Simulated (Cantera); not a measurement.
Input: 1 mol MgO, 1.4 mol C, 0.6 mol CO, at 1073 K and 2.85 Torr.

These are equilibrium values from Cantera (NASA tables, ideal gas, pure condensed phases), not measurements of a reactor. Candidate condensed phases: C, Mg, MgCO₃, MgO; 15 gas species. The numbers say what is thermodynamically allowed, not how fast it happens.

Base state: CO 0.999, CO₂ 0.000535 (mole fractions); condensed: C(graphite) + MgO(s).

Question: What changes in the equilibrium state with this change: MgO replaced by Fe₂O₃?

Answer: 
| species | before | after |
|---|---|---|
| CO | 0.999 | 0.813 |
| CO₂ | 0.000535 | 0.187 |
| C(graphite), mol | 1.40 | 0 |
| MgO(s), mol | 1.00 | 0 |
| Fe(α), mol | 0 | 0.774 |
| FeO(s), mol | 0 | 1.23 |
Mutual solubility and eutectic melting of coexisting phases are not modelled. The tables' stoichiometric FeO is somewhat more stable than real wüstite, so its field is too wide. FeO: taken at fixed stoichiometry. Further candidate phases: Fe, Fe(CO)₅, FeO, Fe₂O₃, Fe₃O₄.
